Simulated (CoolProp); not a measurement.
Model: reference Helmholtz-energy equation of state, Penoncello 2003, in CoolProp.

Problem. For CHF3 (R23), give the phase and the isothermal compressibility (1/MPa), conductivity (mW/(m K)), fugacity coefficient at -9.95 °C and 604 kPa; -9.95 °C and 1510 kPa.

Solution. 
- -9.95 °C and 604 kPa: gas; isothermal compressibility 1.80, conductivity 12.5, fugacity coefficient 0.930
- -9.95 °C and 1510 kPa: gas; isothermal compressibility 0.889, conductivity 14.3, fugacity coefficient 0.825

Thermal conductivity comes from a separate model (Shan 2000).
